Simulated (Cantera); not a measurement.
A freely propagating, adiabatic, planar premixed flame of CH4 : O2 : N2 : CO2 = 1 : 1.82 : 6.84 : 0.024 (molar parts), unburnt at 325 K and 1.80 bar; mixture-averaged transport, grid criteria slope 0.08 and curve 0.16, no radiation.

Detailed kinetics in Cantera: GRI-Mech 3.0 (53 species, 325 reactions). Burning velocities carry a grid error of a few per cent, more on coarse grids.

Q: Predict: laminar burning velocity; thermal thickness; peak x(HO2); peak x(OH); peak x(CH3).

A: 
```
Item                         Result
------------------------  ---------
laminar burning velocity  34.8 cm/s
thermal thickness          0.282 mm
peak x(HO2)                0.000154
peak x(OH)                  0.00624
peak x(CH3)                 0.00224
```
